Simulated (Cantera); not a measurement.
An isothermal, constant-pressure homogeneous reactor starts with CH₄ : CO₂ : H₂ = 1 : 0.65 : 0.098 (molar parts), at 2150 K and 0.132 atm.

Cantera simulation using GRI-Mech 3.0 (53 species, 325 reactions); the numbers are that mechanism's predictions, not measurements.

One state of this run: x CH₄ = 0.00238; x CO₂ = 0.00230; x H₂ = 0.542; x HO₂ = 1.73e-12; x CH₂CO = 1.03e-5. x: mole fraction; the columns are a selection and need not sum to one.

Problem. Which value of t (s) does it belong to?
A. 7.00e-5
B. 2.00
C. 0.000195
D. 0.0330

Solution. D, 0.0330
